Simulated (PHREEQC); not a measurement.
Dissolve 0.0051 mol/kgw H2SO4, 0.086 mol/kgw FeSO4 and 0.015 mol/kgw Na2SO4 at 25 °C. Closed to the air; pH follows from the charge balance.

The numbers come from PHREEQC with the ion-association model, phreeqc.dat.

No solid was allowed to form.

Problem. Order these Fe species by the share of Fe that they hold, largest first: FeSO4, FeHSO4+, Fe+2.

Solution. Fe+2 (53 %), FeSO4 (46 %), FeHSO4+ (1.2 %)

The pH is 2.56 and the ionic strength 0.227 mol/kgw.
